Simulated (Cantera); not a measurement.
Input (Python, Cantera) and output of one run.

```python
import numpy as np
import cantera as ct

gas_names = [...]  # 77 gases of nasa_gas.yaml made of C, H, Ti
cond_names = """
    C(gr) C6H6(L) C7H8(L) C8H18(L),n-octa Ti(a) Ti(b) Ti(L) TiC(s) TiC(L)
""".split()


# ... load() reads the species with a 1 bar reference pressure and builds the phases ...
atoms = {
    'Ti': {'Ti': 1},
    'CH4': {'C': 1, 'H': 4},
    'H2': {'H': 2},
}
top_T = {'C(gr)': 4500}  # K; cautious upper limits of use, not melting points


# ... equilibrate(T, P, feed) seeds the gas with the atoms and calls Mixture.equilibrate('TP', solver="vcs", rtol=1e-11, max_steps=5000) ...
results = []
T = 1150  # K
P = 2900  # Pa
for m in [0.7, 0.88, 1.1, 1.4, 1.8, 2.2, 2.8, 3.5]:
    feed = {'Ti': 1, 'CH4': m, 'H2': 300}  # mol
    mix = equilibrate(T, P, feed)
    results.append((T, P, feed, dict(zip(mix.species_names, mix.species_moles))))

top = {s: max(r[3][s] / sum(r[3][g] for g in gas_names) for r in results) for s in gas_names}
cols = sorted((s for s in top if top[s] > 1e-05), key=lambda s: -top[s])[:5]
seen = [c for c in cond_names if any(r[3].get(c, 0) > 1e-12 for r in results)]
print("log10 of partial pressures in bar; condensed amounts in mol")
print(f"{'n(CH4)':>10s}" + "".join(f"{s[:9]:>10s}" for s in cols + seen))
for T, P, feed, n in results:
    ng = sum(n[g] for g in gas_names)
    print(f"{feed['CH4']:10.4g}" + "".join(f"{np.log10(max(n[s] / ng * P / 1e5, 1e-99)):10.3f}" for s in cols)
          + "".join(f"{n.get(c, 0):10.4g}" for c in seen))
```

It prints:

```
log10 of partial pressures in bar; condensed amounts in mol
    n(CH4)        H2       CH4     C(gr)     Ti(a)    TiC(s)
       0.7    -1.538   -12.478         0       0.3       0.7
      0.88    -1.538   -12.478         0      0.12      0.88
       1.1    -1.538    -5.018         0         0         1
       1.4    -1.538    -4.706    0.1949         0         1
       1.8    -1.538    -4.706    0.5943         0         1
       2.2    -1.538    -4.706    0.9938         0         1
       2.8    -1.538    -4.706     1.593         0         1
       3.5    -1.538    -4.706     2.292         0         1
```

Cantera equilibrium calculation (NASA polynomials, part measured and part estimated; ideal gas, pure solids and liquids). Mutual solubility and eutectic melting of coexisting phases are not modelled. TiC: taken at fixed stoichiometry. Condensed phases not in the tables: N, O or C dissolved in the metal.
